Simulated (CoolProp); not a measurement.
Vapour-liquid equilibrium of p-xylene (1) + n-nonane (2) at 0.138 MPa; x and y are mole fractions of (1).

Model: multi-fluid Helmholtz-energy mixture model, Zhou 2012 and Lemmon 2006; pair parameters Bell 2016, in CoolProp.

| x | bubble temperature (K) | y at the bubble point | dew temperature at overall composition x (K) | liquid density (mol/L) |
|---|---|---|---|---|
| 0.05 | 435.1 | 0.068 | ___ | 4.745 |
| 0.15 | 433.6 | 0.194 | 434.1 | 4.922 |
| 0.25 | 432.1 | 0.311 | 432.9 | ___ |
| 0.35 | 430.8 | 0.419 | 431.6 | 5.309 |
| 0.45 | 429.5 | 0.521 | 430.4 | ___ |
| 0.55 | 428.4 | ___ | ___ | 5.746 |
| 0.65 | ___ | 0.710 | 428.0 | 5.988 |
| 0.75 | 426.1 | 0.798 | 426.7 | 6.246 |
| 0.85 | ___ | 0.882 | ___ | 6.524 |
| 0.95 | 423.9 | 0.962 | 424.1 | 6.822 |

Question: Some entries are withheld; supply them.

Answer: 
- 0.05, dew temperature at overall composition x (K): 435.4
- 0.25, liquid density (mol/L): 5.110
- 0.45, liquid density (mol/L): 5.521
- 0.55, y at the bubble point: 0.618
- 0.55, dew temperature at overall composition x (K): 429.2
- 0.65, bubble temperature (K): 427.2
- 0.85, bubble temperature (K): 425.0
- 0.85, dew temperature at overall composition x (K): 425.4

No azeotrope shows between x = 0.05 and 0.95.

Pair parameters are fitted to limited data, so mixtures are less certain than the pure fluids.
